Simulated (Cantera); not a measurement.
What does this Cantera script print?

```python
import numpy as np
import cantera as ct

gas_names = """
    C CH CH2 CH3 CH2OH CH3O CH4 CH3OH CO CO2 COOH C2 C2H CHCO,ketyl C2H2,acetylene C2H2,vinylidene
    CH2CO,ketene C2H3,vinyl CH3CO,acetyl C2H4 C2H4O,ethylen CH3CHO,ethanal CH3COOH (HCOOH)2 C2H5 C2H6
    CH3OCH3 C2H5OH C2O C3 C3H3,propargyl C3H4,allene C3H4,propyne C3H4,cyclo- C3H5,allyl C3H6,propylene
    C3H6,cyclo- C3H6O C3H7,n-propyl C3H7,i-propyl C3H8 C3H8O,1propanol C3H8O,2propanol C3O2 C4 C4H2
    C4H4,1,3-cyclo- C4H6,butadiene C4H6,2-butyne C4H6,cyclo- C4H8,1-butene C4H8,cis2-buten
    C4H8,tr2-butene C4H8,isobutene C4H8,cyclo- (CH3COOH)2 C4H9,n-butyl C4H9,i-butyl C4H9,s-butyl
    C4H9,t-butyl C4H10,isobutane C4H10,n-butane C5 C5H6,1,3cyclo- C5H8,cyclo- C5H10,1-pentene
    C5H10,cyclo- C5H11,pentyl C5H11,t-pentyl C5H12,n-pentane C5H12,i-pentane CH3C(CH3)2CH3 C6H2
    C6H5,phenyl C6H5O,phenoxy C6H6 C6H5OH,phenol C6H10,cyclo- C6H12,1-hexene C6H12,cyclo- C6H13,n-hexyl
    C7H7,benzyl C7H8 C7H8O,cresol C7H14,1-heptene C7H15,n-heptyl C7H16,n-heptane C8H8,styrene
    C8H10,ethylbenz C8H16,1-octene C8H17,n-octyl C8H18,isooctane C8H18,n-octane C9H19,n-nonyl
    C10H8,naphthale C10H21,n-decyl C12H9,o-bipheny C12H10,bipheny H HCO HO2 H2 HCHO,formaldehy HCOOH H2O
    H2O2 O OH O2 O3
""".split()
cond_names = """
    C(gr) C6H6(L) C7H8(L) C8H18(L),n-octa H2O(s) H2O(L)
""".split()


def load(file, names, dense=False):
    # The tables refer to 1 bar. Condensed volumes are neglected.
    table = {s.name: s for s in ct.Species.list_from_file(file)}
    out = []
    for n in names:
        d = dict(table[n].input_data)
        d["thermo"] = dict(d["thermo"], **{"reference-pressure": 1e5})
        if dense:
            d["equation-of-state"] = {"model": "constant-volume", "density": "1e6 g/cm^3"}
        out.append(ct.Species.from_dict(d))
    return out


gas = ct.Solution(thermo="ideal-gas", species=load("nasa_gas.yaml", gas_names))
cond = {s.name: ct.Solution(thermo="fixed-stoichiometry", species=[s], name=s.name)
        for s in load("nasa_condensed.yaml", cond_names, dense=True)}
atoms = {
    'C2H4': {'C': 2, 'H': 4},
    'H2O': {'H': 2, 'O': 1},
}
top_T = {'C(gr)': 4500}  # K; cautious upper limits of use, not melting points


def equilibrate(T, P, feed):
    n = {}
    for name, mol in feed.items():
        for a, k in atoms[name].items():
            n[a] = n.get(a, 0.0) + k * mol
    gas.TPX = T, P, n
    mass = sum(n.values()) * gas.mean_molecular_weight
    gas.equilibrate("TP")
    valid = [c for c in cond.values() if c.min_temp <= T <= top_T.get(c.name, c.max_temp)]
    mix = ct.Mixture([(gas, mass / gas.mean_molecular_weight)] + [(c, 0.0) for c in valid])
    mix.T, mix.P = T, P
    mix.equilibrate("TP", solver="vcs", rtol=1e-11, max_steps=5000)
    return mix


results = []
feed = {'C2H4': 1, 'H2O': 0.14}  # mol
P = 100000  # Pa
for T in [550, 600, 650, 700, 750, 800, 850, 900, 950, 1000]:
    mix = equilibrate(T, P, feed)
    results.append((T, P, feed, dict(zip(mix.species_names, mix.species_moles))))

top = {s: max(r[3][s] / sum(r[3][g] for g in gas_names) for r in results) for s in gas_names}
cols = sorted((s for s in top if top[s] > 1e-06), key=lambda s: -top[s])[:9]
seen = [c for c in cond_names if any(r[3].get(c, 0) > 1e-12 for r in results)]
print("log10 of partial pressures in bar; condensed amounts in mol")
print(f"{'T/K':>10s}" + "".join(f"{s[:9]:>10s}" for s in cols + seen))
for T, P, feed, n in results:
    ng = sum(n[g] for g in gas_names)
    print(f"{T:10.4g}" + "".join(f"{np.log10(max(n[s] / ng * P / 1e5, 1e-99)):10.3f}" for s in cols)
          + "".join(f"{n.get(c, 0):10.4g}" for c in seen))
```

Result:

```
log10 of partial pressures in bar; condensed amounts in mol
       T/K        H2       CH4       H2O        CO       CO2      C2H6     C(gr)
       550    -1.352    -0.077    -0.933    -4.954    -2.774    -5.580     1.022
       600    -1.038    -0.101    -0.947    -4.219    -2.677    -5.395      1.05
       650    -0.778    -0.141    -0.970    -3.598    -2.597    -5.269     1.097
       700    -0.567    -0.204    -1.003    -3.068    -2.530    -5.202     1.169
       750    -0.400    -0.295    -1.051    -2.610    -2.474    -5.200     1.269
       800    -0.274    -0.419    -1.118    -2.214    -2.433    -5.263      1.39
       850    -0.184    -0.574    -1.214    -1.879    -2.425    -5.386     1.514
       900    -0.124    -0.754    -1.354    -1.615    -2.483    -5.559      1.62
       950    -0.086    -0.949    -1.546    -1.430    -2.637    -5.765     1.697
      1000    -0.064    -1.148    -1.787    -1.320    -2.885    -5.985     1.748
```

Cantera equilibrium calculation (NASA polynomials, part measured and part estimated; ideal gas, pure solids and liquids).
